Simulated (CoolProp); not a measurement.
Properties of decamethylcyclopentasiloxane (D5) along the isobar 57 bar.

The numbers come from the reference Helmholtz-energy equation of state, Thol 2019 in CoolProp.

```tsv
T (K)	phase	density (kg/m³)	cp (kJ/(kg K))	speed of sound (m/s)	Joule-Thomson coefficient (K/MPa)
539.1	liquid	712.8	2.055	405.5	-0.09828
545.3	liquid	705.8	2.064	394.8	-0.08048
551.5	liquid	698.7	2.074	384.3	-0.06171
557.8	liquid	691.3	2.083	373.8	-0.04158
564	liquid	684.1	2.093	363.6	-0.02065
570.2	liquid	676.8	2.102	353.6	0.001441
576.4	liquid	669.3	2.111	343.8	0.02476
582.7	liquid	661.7	2.121	334.1	0.04978
588.9	liquid	654.2	2.130	324.7	0.07577
595.1	liquid	646.5	2.139	315.5	0.1032
601.3	liquid	638.8	2.148	306.6	0.1320
607.6	liquid	630.8	2.157	297.7	0.1629
613.8	liquid	622.9	2.166	289.2	0.1947
620	supercritical	614.9	2.175	281.0	0.2282
```
